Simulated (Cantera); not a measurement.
# Equilibrium for silicon carbide growth: SiHCl3 + C2H2 + H2

Input: 1 mol SiHCl3, 0.66 mol C2H2, 19 mol H2, held at 2175 K and 0.740 bar.

Cantera equilibrium calculation (NASA polynomials, part measured and part estimated; ideal gas, pure solids and liquids). Candidate condensed phases: C, C6H6, C7H8, C8H18, Si, SiC; 109 gas species. The tables' values for SiCl, SiCl3 are old estimates; treat these amounts as uncertain. Gases not in the tables: Si2H6 and higher silanes. Rates play no part.

* **x(H2)**: 0.858
* **x(HCl)**: 0.130
* **x(H)**: 0.00526
* **x(SiCl2)**: 0.00385
* **x(C2H2 (acetylene))**: 0.00192
* **x(Cl)**: 0.000579
* **x(CH4)**: 0.000151
* **x(SiCl)**: 6.38e-5
* **x(SiCl3)**: 6.05e-5
* **n(C(graphite))**: 0.321 mol
* **n(SiC(s))**: 0.912 mol
* **gas amount**: 21.72 mol
* **log10 activity of Si(l) (absent)**: -1.00
